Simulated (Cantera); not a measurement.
A freely propagating, adiabatic, planar premixed flame of CH₄ : C₂H₆ : O₂ : N₂ : H₂ = 1 : 0.039 : 2.23 : 8.37 : 0.8 (molar parts), unburnt at 700 K and 90.0 Torr; mixture-averaged transport, grid criteria slope 0.08 and curve 0.16, no radiation.

Cantera simulation using GRI-Mech 3.0 (53 species, 325 reactions); the numbers are that mechanism's predictions, not measurements. Burning velocities carry a grid error of a few per cent, more on coarse grids.

Task: Predict: laminar burning velocity; thermal thickness; peak x(HO₂); peak x(H₂O₂).

Result: 
```
Quantity                    Result
------------------------  --------
laminar burning velocity  352 cm/s
thermal thickness          1.80 mm
peak x(HO₂)               0.000153
peak x(H₂O₂)               1.77e-6
```
